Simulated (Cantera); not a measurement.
An adiabatic, constant-pressure homogeneous reactor starts with CH₄ : O₂ : N₂ : H₂O = 1 : 2.15 : 8.09 : 0.25 (molar parts), at 1198 K and 101000 Pa. Integrator tolerance rtol = 1e-08.

Cantera simulation using GRI-Mech 3.0 (53 species, 325 reactions); the numbers are that mechanism's predictions, not measurements.

```json
[
 {"quantity": "time of steepest temperature rise", "before": "47.5 ms", "after": "45.4 ms"},
 {"quantity": "temperature at 1.00 s", "before": "2574 K", "after": "2770 K"},
 {"quantity": "equilibrium temperature", "before": "2574 K", "after": "2770 K"},
 {"quantity": "x(CH₄) at 1.00 s", "before": "<1e-12 (gas-phase equilibrium <1e-12)", "after": "<1e-12 (gas-phase equilibrium <1e-12)"},
 {"quantity": "x(O₂) at 1.00 s", "before": "0.0213 (gas-phase equilibrium 0.0213)", "after": "0.0234 (gas-phase equilibrium 0.0234)"},
 {"quantity": "x(H₂O) at 1.00 s", "before": "0.173 (gas-phase equilibrium 0.173)", "after": "0.164 (gas-phase equilibrium 0.164)"},
 {"quantity": "x(CH₂O) at 1.00 s", "before": "9.25e-11 (gas-phase equilibrium 9.25e-11)", "after": "3.96e-10 (gas-phase equilibrium 3.96e-10)"},
 {"quantity": "x(CO₂) at 1.00 s", "before": "0.0621 (gas-phase equilibrium 0.0621)", "after": "0.0538 (gas-phase equilibrium 0.0538)"},
 {"quantity": "x(NO) at 1.00 s", "before": "0.00776 (gas-phase equilibrium 0.00776)", "after": "0.0109 (gas-phase equilibrium 0.0109)"}
]
```

What was changed between the two runs?
(A) pressure from 101000 Pa to 130000 Pa
(B) constant volume in place of constant pressure
(C) pressure from 101000 Pa to 68000 Pa
(D) pressure from 101000 Pa to 730000 Pa

B, constant volume in place of constant pressure
